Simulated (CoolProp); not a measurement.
Aqueous methanol as a coolant, at 39 °C, 1 atm.

Computed with CoolProp (Melinder's fits for secondary coolants).

| mass % | freezing point (°C) | conductivity (W/(m K)) | Prandtl number | density (kg/m³) | viscosity (mPa s) |
|---|---|---|---|---|---|
| 4.2 | -2.5 | 0.600 | 5.09 | 985.1 | 0.730 |
| 8.7 | -5.6 | 0.571 | 5.84 | 977.6 | 0.800 |
| 13.2 | -9.1 | 0.543 | 6.63 | 970.2 | 0.870 |
| 17.7 | -12.9 | 0.517 | 7.44 | 962.7 | 0.934 |
| 22.2 | -17.2 | 0.490 | 8.25 | 955.1 | 0.990 |
| 26.7 | -21.9 | 0.465 | 9.02 | 947.3 | 1.04 |
| 31.2 | -27.1 | 0.440 | 9.71 | 939.3 | 1.07 |
| 35.7 | -32.8 | 0.417 | 10.3 | 931.0 | 1.09 |
| 40.2 | -39.0 | 0.395 | 10.7 | 922.5 | 1.10 |
| 44.8 | -45.9 | 0.374 | 11.0 | 913.5 | 1.09 |
| 49.3 | -53.3 | 0.354 | 11.1 | 904.4 | 1.07 |
| 53.8 | -61.2 | 0.336 | 11.2 | 894.8 | 1.05 |
